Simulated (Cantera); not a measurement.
Input (Python, Cantera) and output of one run.

```python
import numpy as np
import cantera as ct

gas_names = [...]  # 151 gases of nasa_gas.yaml made of C, H, N, O, Si
cond_names = """
    C(gr) C6H6(L) C7H8(L) C8H18(L),n-octa H2O(s) H2O(L) Si(cr) Si(L) SiC(b) SiO2(Lqz) SiO2(hqz) SiO2(L)
    Si2N2O(s) Si3N4(a)
""".split()


# ... load() reads the species with a 1 bar reference pressure and builds the phases ...
atoms = {
    'Si': {'Si': 1},
    'CO2': {'C': 1, 'O': 2},
    'N2': {'N': 2},
    'H2O': {'H': 2, 'O': 1},
}
top_T = {'C(gr)': 4500, 'SiC(b)': 3050, 'Si2N2O(s)': 2100, 'Si3N4(a)': 2400}  # K; cautious upper limits of use, not melting points


# ... equilibrate(T, P, feed) seeds the gas with the atoms and calls Mixture.equilibrate('TP', solver="vcs", rtol=1e-11, max_steps=5000) ...
results = []
feed = {'Si': 1, 'CO2': 0.06, 'N2': 960, 'H2O': 0.83}  # mol
P = 5.7  # Pa
for T in [1423, 1448, 1473, 1498, 1523, 1548, 1573, 1598, 1623]:
    mix = equilibrate(T, P, feed)
    results.append((T, P, feed, dict(zip(mix.species_names, mix.species_moles))))

top = {s: max(r[3][s] / sum(r[3][g] for g in gas_names) for r in results) for s in gas_names}
cols = sorted((s for s in top if top[s] > 0.0001), key=lambda s: -top[s])[:7]
seen = [c for c in cond_names if any(r[3].get(c, 0) > 1e-12 for r in results)]
print("log10 of partial pressures in bar; condensed amounts in mol")
print(f"{'T/K':>10s}" + "".join(f"{s[:9]:>10s}" for s in cols + seen))
for T, P, feed, n in results:
    ng = sum(n[g] for g in gas_names)
    print(f"{T:10.4g}" + "".join(f"{np.log10(max(n[s] / ng * P / 1e5, 1e-99)):10.3f}" for s in cols)
          + "".join(f"{n.get(c, 0):10.4g}" for c in seen))
```

It prints:

```
log10 of partial pressures in bar; condensed amounts in mol
       T/K        N2       SiO        H2         H        Si    SiC(b)  Si3N4(a)
      1423    -4.245    -7.278    -7.315    -8.835    -9.332         0   0.03395
      1448    -4.245    -7.278    -7.317    -8.694    -8.894         0   0.02922
      1473    -4.245    -7.277    -7.321    -8.558    -8.471  0.002204   0.01541
      1498    -4.245    -7.278    -7.325    -8.427    -8.202         0         0
      1523    -4.245    -7.278    -7.331    -8.302    -8.196         0         0
      1548    -4.245    -7.278    -7.338    -8.181    -8.193         0         0
      1573    -4.245    -7.278    -7.348    -8.065    -8.191         0         0
      1598    -4.245    -7.278    -7.360    -7.954    -8.190         0         0
      1623    -4.245    -7.278    -7.376    -7.848    -8.189         0         0
```

Equilibrium computed with Cantera from the NASA thermochemical tables; the gas is ideal and each condensed phase is pure. N2 is the only nitrogen source here; it is nearly inert below about 1500 K, so the nitride shown seldom forms there in practice. Mutual solubility and eutectic melting of coexisting phases are not modelled.
